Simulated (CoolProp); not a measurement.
Properties of R365MFC at several states.

The numbers come from the reference Helmholtz-energy equation of state, Lemmon 2016 in CoolProp.

```csv
T (°C),p (MPa),phase,Z,cp (kJ/(kg K)),speed of sound (m/s),isothermal compressibility (1/MPa),expansivity (1/kK),fugacity coefficient
187.95,0.22,gas,0.9753,[?],160.9,4.662,2.348,0.9758
200.75,0.0288,gas,0.9971,1.283,166.4,34.82,2.130,0.9971
151.35,8.61,liquid,[?],[?],387.0,0.008981,2.912,0.2059
141.55,0.0124,gas,0.9981,[?],[?],80.80,2.427,0.9981
16.15,0.0102,gas,0.9941,[?],[?],98.62,3.535,0.9942
```

Q: Complete the blanks.

A: 
- 187.95, cp (kJ/(kg K)): 1.271
- 151.35, Z: 0.3657
- 151.35, cp (kJ/(kg K)): 1.640
- 141.55, cp (kJ/(kg K)): 1.189
- 141.55, speed of sound (m/s): 156.1
- 16.15, cp (kJ/(kg K)): 0.9709
- 16.15, speed of sound (m/s): 130.7
